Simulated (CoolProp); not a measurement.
CH2F2 (R32) at 293.15 K and 18.8 MPa flows at 0.098 m/s in a round tube of 20 mm bore and 0.25 µm roughness, fully developed (64/Re and Nu = 3.66 if laminar; Colebrook and Gnielinski if turbulent). Each further row changes one setting.

Values from CoolProp's reference Helmholtz-energy equation of state, Tillner-Roth 1997.

```tsv
case	Reynolds number	Darcy friction factor	pressure drop (Pa/m)	heat-transfer coefficient (W/(m² K))	mass flow (kg/h)
as stated	?	0.0286	?	434	?
velocity 0.196 m/s	27100	0.0241	24.4	776	?
diameter 40 mm	27100	0.0241	?	?	467
```

**Question.** Fill in the missing entries.

**Answer.** 
- as stated, Reynolds number: 13500
- as stated, pressure drop (Pa/m): 7.23
- as stated, mass flow (kg/h): 117
- velocity 0.196 m/s, mass flow (kg/h): 234
- diameter 40 mm, pressure drop (Pa/m): 3.05
- diameter 40 mm, heat-transfer coefficient (W/(m² K)): 388

Viscosity comes from a separate model (Bell 2016), an estimate that may be off by 10 % or more. Thermal conductivity comes from a separate model (Huber 2003), an estimate that may be off by 10 % or more.
